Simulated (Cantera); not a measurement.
Input (Python, Cantera) and output of one run.

```python
import numpy as np
import cantera as ct

gas_names = """
    CL CL2 H HCL H2 N NH NH2 NH3 N2 N2H2 N2H4 Si SiCL SiCL2 SiCL3 SiCL4 SiH SiHCL3 SiH2 SiH2CL2 SiH3
    SiH3CL SiH4 SiN Si2 Si2N Si3
""".split()
cond_names = """
    NH4CL(a) NH4CL(b) Si(cr) Si(L) Si3N4(a)
""".split()


# ... load() reads the species with a 1 bar reference pressure and builds the phases ...
atoms = {
    'Si3N4': {'Si': 3, 'N': 4},
    'HCl': {'H': 1, 'CL': 1},
    'H2': {'H': 2},
}
top_T = {'Si3N4(a)': 2400}  # K; cautious upper limits of use, not melting points


# ... equilibrate(T, P, feed) seeds the gas with the atoms and calls Mixture.equilibrate('TP', solver="vcs", rtol=1e-11, max_steps=5000) ...
results = []
feed = {'Si3N4': 1, 'HCl': 7.5, 'H2': 37}  # mol
P = 5.1  # Pa
for T in [1325, 1425, 1525, 1625, 1725, 1825, 1925, 2025]:
    mix = equilibrate(T, P, feed)
    results.append((T, P, feed, dict(zip(mix.species_names, mix.species_moles))))

top = {s: max(r[3][s] / sum(r[3][g] for g in gas_names) for r in results) for s in gas_names}
cols = sorted((s for s in top if top[s] > 0.001), key=lambda s: -top[s])[:5]
seen = [c for c in cond_names if any(r[3].get(c, 0) > 1e-12 for r in results)]
print("log10 of partial pressures in bar; condensed amounts in mol")
print(f"{'T/K':>10s}" + "".join(f"{s[:9]:>10s}" for s in cols + seen))
for T, P, feed, n in results:
    ng = sum(n[g] for g in gas_names)
    print(f"{T:10.4g}" + "".join(f"{np.log10(max(n[s] / ng * P / 1e5, 1e-99)):10.3f}" for s in cols)
          + "".join(f"{n.get(c, 0):10.4g}" for c in seen))
```

Output:

```
log10 of partial pressures in bar; condensed amounts in mol
       T/K        H2         H       HCL        Si        N2    Si(cr)     Si(L)  Si3N4(a)
      1325    -4.365    -7.969    -5.284   -10.059    -5.972         0         0    0.5243
      1425    -4.374    -7.353    -5.315    -8.793    -5.659     1.462         0         0
      1525    -4.375    -6.814    -5.326    -7.724    -5.660     1.392         0         0
      1625    -4.379    -6.341    -5.340    -6.788    -5.663     1.204         0         0
      1725    -4.394    -5.928    -5.355    -5.993    -5.674         0    0.3524         0
      1825    -4.425    -5.569    -5.274    -5.711    -5.690         0         0         0
      1925    -4.468    -5.253    -5.238    -5.612    -5.710         0         0         0
      2025    -4.532    -4.981    -5.282    -5.590    -5.738         0         0         0
```

Equilibrium computed with Cantera from the NASA thermochemical tables; the gas is ideal and each condensed phase is pure. The tables' values for SiCl, SiCl3, SiN are old estimates; treat these amounts as uncertain. Gases not in the tables: Si2H6 and higher silanes.
